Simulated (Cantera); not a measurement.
Feed: 1 mol Pb, 0.3 mol CO, 34 mol H2, 1.7 mol O2, equilibrated at 10.0 Torr.

These are equilibrium values from Cantera (NASA tables, ideal gas, pure condensed phases), not measurements of a reactor. Candidate condensed phases: C, C6H6, C7H8, C8H18, H2O, Pb, PbO, PbO2, Pb3O4; 113 gas species. Kinetics and transport are ignored.

x: gas mole fraction; n: condensed amount in mol.

| T (K) | x H2 | x H2O | x Pb | x CO | x CO2 | n Pb(l) |
|---|---|---|---|---|---|---|
| 1050 | 0.890 | 0.0978 | 0.00349 | 0.00772 | [?] | 0.880 |
| 1100 | 0.885 | 0.0974 | 0.00909 | 0.00782 | [?] | 0.685 |
| 1150 | 0.873 | 0.0962 | 0.0217 | 0.00783 | [?] | 0.238 |
| 1200 | 0.867 | 0.0957 | 0.0283 | 0.00787 | [?] | 0 |
| 1250 | 0.867 | 0.0958 | 0.0283 | 0.00794 | [?] | 0 |
| 1300 | 0.867 | 0.0958 | 0.0283 | 0.00800 | [?] | 0 |
| 1350 | 0.867 | 0.0959 | 0.0283 | 0.00805 | [?] | 0 |
| 1400 | 0.867 | 0.0959 | 0.0283 | 0.00809 | [?] | 0 |
| 1450 | 0.867 | 0.0959 | 0.0283 | 0.00812 | 0.000378 | 0 |
| 1500 | 0.867 | 0.0960 | 0.0283 | 0.00815 | 0.000349 | 0 |
| 1550 | 0.867 | 0.0960 | 0.0283 | 0.00817 | 0.000324 | 0 |

Question: What belongs in the gaps?

Answer: 
- 1050, x CO2: 0.000999
- 1100, x CO2: 0.000849
- 1150, x CO2: 0.000726
- 1200, x CO2: 0.000632
- 1250, x CO2: 0.000560
- 1300, x CO2: 0.000501
- 1350, x CO2: 0.000453
- 1400, x CO2: 0.000412
